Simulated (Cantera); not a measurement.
# Ignition delay

Mixture: CH4 : O2 : N2 : CO2 = 1 : 4.76 : 17.6 : 1.1 (molar parts), equivalence ratio 0.42, at 16.0 bar, adiabatic and at constant pressure. Ignition delay is the time to a rise of 400 K.

Model: GRI-Mech 3.0 (53 species, 325 reactions), integrated in Cantera. The pressure lies above the range GRI-Mech 3.0 was tuned for (to about 10 atm).

```tsv
T0 (K)	delay (ms)
1150	4.25
1225	1.63
1300	0.691
1375	0.318
1450	0.156
1525	0.0806
1600	0.0439
1675	0.0250
1750	0.0149
```

The apparent activation energy between 1600 and 1750 K is 170 kJ/mol.
